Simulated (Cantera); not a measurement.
A closed system holds: 1 mol Ti, 260 mol H2, 0.39 mol C3H8, at 0.190 bar.

Points: T (K) = 1498, 1573, 1648, 1723, 1798, 1873, 1948, 2023, 2098, 2173, 2248.

Cantera's Mixture.equilibrate('TP', solver="vcs", rtol=1e-11, max_steps=5000) on the NASA tables stopped like this:

```
T = 1498 K  P = 19000 Pa  gas = 261.4 mol
   x: H2 9.995e-01  CH4 4.925e-04
   condensed (mol): C(gr) 0.03628  TiC(s) 1
T = 1573 K  P = 19000 Pa  gas = 261.5 mol
   x: H2 9.995e-01  CH4 3.483e-04
   condensed (mol): C(gr) 0.06768  TiC(s) 1
T = 1648 K  P = 19000 Pa  gas = 261.5 mol
   x: H2 9.995e-01  CH4 2.543e-04  H 2.042e-04
   condensed (mol): C(gr) 0.07952  TiC(s) 1
T = 1723 K  P = 19000 Pa  gas = 261.6 mol
   x: H2 9.993e-01  H 4.182e-04  CH4 1.909e-04
   condensed (mol): C(gr) 0.07196  TiC(s) 1
ERROR: FAILURE its = 5001!

*******************************************************************************
CanteraError thrown by MultiPhase::equilibrate:
VCS solver failed. Return code: -1
*******************************************************************************
```

**Question.** What got this run through?

**Answer.** One answer among several that fit: The failure is numerical, not chemical. The same input converged with solver="gibbs", rtol=1e-10, max_steps=50000, and the result passed a check of the equilibrium conditions:
```
T = 1498 K  P = 19000 Pa  gas = 261.4 mol
   x: H2 9.995e-01  CH4 4.925e-04
   condensed (mol): C(gr) 0.03628  TiC(s) 1
T = 1573 K  P = 19000 Pa  gas = 261.5 mol
   x: H2 9.995e-01  CH4 3.483e-04
   condensed (mol): C(gr) 0.06768  TiC(s) 1
T = 1648 K  P = 19000 Pa  gas = 261.5 mol
   x: H2 9.995e-01  CH4 2.543e-04  H 2.042e-04
   condensed (mol): C(gr) 0.07952  TiC(s) 1
T = 1723 K  P = 19000 Pa  gas = 261.6 mol
   x: H2 9.993e-01  H 4.182e-04  CH4 1.909e-04
   condensed (mol): C(gr) 0.07196  TiC(s) 1
T = 1798 K  P = 19000 Pa  gas = 261.6 mol
   x: H2 9.989e-01  H 8.073e-04  C2H2,acetylene 1.723e-04  CH4 1.468e-04
   condensed (mol): C(gr) 0.04036  TiC(s) 1
T = 1873 K  P = 19000 Pa  gas = 261.7 mol
   x: H2 9.981e-01  H 1.479e-03  C2H2,acetylene 2.687e-04  CH4 1.072e-04
   condensed (mol): TiC(s) 1
T = 1948 K  P = 19000 Pa  gas = 261.9 mol
   x: H2 9.971e-01  H 2.589e-03  C2H2,acetylene 2.884e-04
   condensed (mol): TiC(s) 1
T = 2023 K  P = 19000 Pa  gas = 262.1 mol
   x: H2 9.953e-01  H 4.347e-03  C2H2,acetylene 3.001e-04
   condensed (mol): TiC(s) 1
T = 2098 K  P = 19000 Pa  gas = 262.5 mol
   x: H2 9.926e-01  H 7.034e-03  C2H2,acetylene 3.070e-04
   condensed (mol): TiC(s) 1
T = 2173 K  P = 19000 Pa  gas = 263 mol
   x: H2 9.887e-01  H 1.101e-02  C2H2,acetylene 3.109e-04
   condensed (mol): TiC(s) 0.9999
T = 2248 K  P = 19000 Pa  gas = 263.8 mol
   x: H2 9.830e-01  H 1.671e-02  C2H2,acetylene 3.132e-04
   condensed (mol): TiC(s) 0.9998
```

The gas is ideal and each condensed phase is pure. TiC: taken at fixed stoichiometry.
